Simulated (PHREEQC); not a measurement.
0.038 g of hydrous ferric oxide (600 m²/g; 0.2 weak and 0.005 strong sites per Fe, Dzombak-Morel constants, diffuse double layer) in 1 kg of water with 0.3 mol/kgw of an inert sodium salt and 0.00092 mmol/kgw PbCl2, 0.00041 mmol/kgw SrCl2 and 0.0054 mmol/kgw CuSO4, at 25 °C; the pH is set by adding NaOH or the inert anion's acid. O2 is buffered at 0.21 atm. No CO2 enters from the air. Nothing may precipitate in this run.

The numbers come from PHREEQC with the ion-association model, wateq4f.dat.

Predict Sr sorbed (%), S sorbed (%), Cu sorbed (%) at pH = 6, 8.62.


```json
[
 {"pH": "6", "Sr sorbed (%)": "0.0", "S sorbed (%)": "4.7", "Cu sorbed (%)": "73.6"},
 {"pH": "8.62", "Sr sorbed (%)": "1.2", "S sorbed (%)": "0.0", "Cu sorbed (%)": "98.6"}
]
```

The database's constant for dissolved Cu(OH)2 is higher than later reviews accept. The oxide is taken as insoluble; below pH 4 it would dissolve.
